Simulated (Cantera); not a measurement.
Input (Python, Cantera) and output of one run.

```python
import numpy as np
import cantera as ct

gas_names = """
    H HO2 H2 H2O H2O2 O OH O2 O3 Si SiH SiH2 SiH3 SiH4 SiO SiO2 Si2 Si3
""".split()
cond_names = """
    H2O(s) H2O(L) Si(cr) Si(L) SiO2(Lqz) SiO2(hqz) SiO2(L)
""".split()


# ... load() reads the species with a 1 bar reference pressure and builds the phases ...
atoms = {
    'Si3H8': {'Si': 3, 'H': 8},
    'H2': {'H': 2},
    'O2': {'O': 2},
}
top_T = {}  # K; cautious upper limits of use, not melting points


# ... equilibrate(T, P, feed) seeds the gas with the atoms and calls Mixture.equilibrate('TP', solver="vcs", rtol=1e-11, max_steps=5000) ...
results = []
feed = {'Si3H8': 1, 'H2': 650, 'O2': 0.01}  # mol
P = 11000  # Pa
for T in [900, 975, 1050, 1125, 1200, 1275, 1350, 1425, 1500, 1575, 1650]:
    mix = equilibrate(T, P, feed)
    results.append((T, P, feed, dict(zip(mix.species_names, mix.species_moles))))

top = {s: max(r[3][s] / sum(r[3][g] for g in gas_names) for r in results) for s in gas_names}
cols = sorted((s for s in top if top[s] > 1e-06), key=lambda s: -top[s])[:5]
seen = [c for c in cond_names if any(r[3].get(c, 0) > 1e-12 for r in results)]
print("log10 of partial pressures in bar; condensed amounts in mol")
print(f"{'T/K':>10s}" + "".join(f"{s[:9]:>10s}" for s in cols + seen))
for T, P, feed, n in results:
    ng = sum(n[g] for g in gas_names)
    print(f"{T:10.4g}" + "".join(f"{np.log10(max(n[s] / ng * P / 1e5, 1e-99)):10.3f}" for s in cols)
          + "".join(f"{n.get(c, 0):10.4g}" for c in seen))
```

Output:

```
log10 of partial pressures in bar; condensed amounts in mol
       T/K        H2         H       SiO      SiH2        Si    Si(cr) SiO2(hqz)
       900    -0.959   -10.412   -11.302   -12.389   -18.352      2.99      0.01
       975    -0.959    -9.421    -9.749   -11.310   -16.351      2.99  0.009999
      1050    -0.959    -8.570    -8.421   -10.386   -14.638      2.99  0.009988
      1125    -0.959    -7.832    -7.272    -9.584   -13.154      2.99  0.009836
      1200    -0.959    -7.184    -6.271    -8.884   -11.858     2.988  0.008387
      1275    -0.959    -6.612    -5.475    -8.265   -10.715      2.98         0
      1350    -0.959    -6.102    -5.474    -7.716    -9.700      2.98         0
      1425    -0.959    -5.645    -5.474    -7.225    -8.793      2.98         0
      1500    -0.959    -5.234    -5.473    -6.783    -7.978     2.979         0
      1575    -0.959    -4.861    -5.473    -6.384    -7.241     2.977         0
      1650    -0.959    -4.521    -5.473    -6.021    -6.572     2.972         0
```

Equilibrium computed with Cantera from the NASA thermochemical tables; the gas is ideal and each condensed phase is pure. The feed counts by its element totals alone. Mutual solubility and eutectic melting of coexisting phases are not modelled. The tables hold silica as quartz up to 1696 K and as liquid above; real silica turns to tridymite and cristobalite and melts near 1996 K.
